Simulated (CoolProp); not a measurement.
The fluid at 476.4 K and 0.21 MPa flows at 18 m/s in a round tube of 12.7 mm bore and 1.5 µm roughness, fully developed (64/Re and Nu = 3.66 if laminar; Colebrook and Gnielinski if turbulent). The same conditions are run with several fluids, on thermodynamics alone (safety and materials aside).

Values from CoolProp's reference Helmholtz-energy equation of state of each fluid (benzene: Thol 2012; n-pentane: Thol 2019; propane: Lemmon 2009; ammonia: Gao 2020; R404A: Lemmon 2003). Blends and air are pseudo-pure fits.

**Question.** Rank benzene, n-pentane, propane, ammonia, R404A by Reynolds number, highest first.

**Answer.** n-pentane (83300), benzene (81200), R404A (62100), propane (42300), ammonia (12200)

```tsv
fluid	Darcy friction factor	pressure drop (Pa/m)	heat-transfer coefficient (W/(m² K))	mass flow (kg/h)
benzene	0.0193	1050	356	34.9
n-pentane	0.0192	959	468	32.1
propane	0.0221	663	320	19.3
ammonia	0.0295	341	147	7.44
R404A	0.0204	1350	292	42.7
```

Transport values come from each fluid's own correlations; those of n-pentane are estimates that may be off by 10 % or more.
